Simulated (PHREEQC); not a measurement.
Solution (25 °C): 0.49 mmol/kgw CO2 and 0.29 mmol/kgw ZnSO4. Closed to the air; pH follows from the charge balance.

All values are PHREEQC results (ion-association model, phreeqc.dat), not measurements.

Each row changes one thing in this solution. No solid was allowed to form.

```csv
case,pH,ionic strength (mol/kgw),CO2 (mol/kgw),HCO3- (mol/kgw),CO3-2 (mol/kgw)
as made,4.84,0.00112,0.000474,1.50e-5,5.39e-11
ZnSO4 from 0.00029 to 2.9e-05 mol/kgw,4.84,0.000130,0.000475,1.47e-5,4.94e-11
diluted 2-fold with water,4.99,0.000575,0.000234,?,5.19e-11
ZnSO4 left out,4.84,1.46e-5,0.000475,1.46e-5,4.77e-11
7.4e-06 mol/kgw NaHCO3 added,4.94,0.00112,0.000478,1.91e-5,8.64e-11
diluted 100-fold with water,5.89,1.29e-5,3.63e-6,1.27e-6,4.73e-11
temperature from 25 to 55 °C,4.81,0.00111,?,1.63e-5,8.20e-11
diluted 5-fold with water,5.19,0.000236,9.15e-5,6.48e-6,5.01e-11
```

Task: Complete the blanks.

Result: 
- diluted 2-fold with water, HCO3- (mol/kgw): 1.05e-5
- temperature from 25 to 55 °C, CO2 (mol/kgw): 0.000473

At this temperature some constants are extrapolated from 25 °C, and those without enthalpy data are left unchanged.
